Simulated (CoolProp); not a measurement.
Vapour-liquid equilibrium of R125 (1) + R115 (2) at 31.85 °C; x and y are mole fractions of (1).

Computed with CoolProp (multi-fluid Helmholtz-energy mixture model, Lemmon 2005 and Lemmon 2016; pair parameters Bell 2016).

```
x     bubble pressure (MPa)  y at the bubble point  dew pressure at overall composition x (MPa)  liquid density (mol/L)
----  ---------------------  ---------------------  -------------------------------------------  ----------------------
0.05                  1.142                  0.088                                        1.113                   8.125
0.15                  1.257                  0.231                                        1.191                   8.183
0.25                  1.353                  0.345                                        1.273                   8.254
0.35                  1.433                  0.442                                        1.357                   8.339
0.45                  1.500                  0.529                                        1.440                   8.444
0.55                  1.554                  0.610                                        1.515                   8.573
0.65                  1.597                  0.690                                        1.577                   8.729
0.75                  1.628                  0.771                                        1.621                   8.918
0.85                  1.646                  0.856                                        1.645                   9.142
0.95                  1.649                  0.949                                        1.649                   9.405
```

y crosses x between x = 0.85 and 0.95: the model has an azeotrope there.

Pair parameters are fitted to limited data, so mixtures are less certain than the pure fluids.
